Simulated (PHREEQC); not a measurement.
Na2CO3 is added in steps, without added water, to 1 kg of water holding 1.2 mmol/kgw NaH2PO4 and 0.093 mmol/kgw KOH, at 76 °C. O2 is buffered at 0.21 atm. No CO2 enters from the air. Nothing may precipitate in this run.

Base run: PHREEQC, ion-association model, phreeqc.dat. Each further column changes one thing. The table gives H2PO4- (mol/kgw).

```tsv
Na2CO3 added (mol)	base	all activity coefficients set to 1	Debye-Hückel limiting law	database wateq4f.dat	metal-ligand complexes left out
0	0.00111	0.00111	0.00111	0.00111	0.00111
0.0002	0.000846	0.000850	0.000846	0.000846	0.000846
0.0005	0.000542	…	0.000542	0.000542	0.000542
0.0007	0.000361	0.000367	0.000360	0.000361	0.000360
0.001	0.000119	…	0.000118	0.000118	0.000117
0.0012	3.37e-5	3.75e-5	3.33e-5	3.29e-5	…
0.0014	1.54e-5	1.76e-5	1.51e-5	1.49e-5	…
0.0017	8.48e-6	9.87e-6	8.31e-6	8.24e-6	7.27e-6
0.0019	6.64e-6	7.79e-6	6.49e-6	6.45e-6	5.61e-6
0.0022	5.09e-6	6.04e-6	4.97e-6	4.95e-6	4.22e-6
0.0024	4.45e-6	5.31e-6	4.34e-6	4.32e-6	3.64e-6
```

**Question.** Fill in the missing entries.

**Answer.** 
- 0.0005, all activity coefficients set to 1: 0.000549
- 0.001, all activity coefficients set to 1: 0.000124
- 0.0012, metal-ligand complexes left out: 3.08e-5
- 0.0014, metal-ligand complexes left out: 1.35e-5

At this temperature some constants are extrapolated from 25 °C, and those without enthalpy data are left unchanged. H3PO4, which wateq4f.dat lacks, is added to it with the constant of phreeqc.dat. phreeqc.dat and wateq4f.dat share most of their constants, so their agreement is no independent check. Solids allowed in the column 'database wateq4f.dat': Nahcolite, Natron.
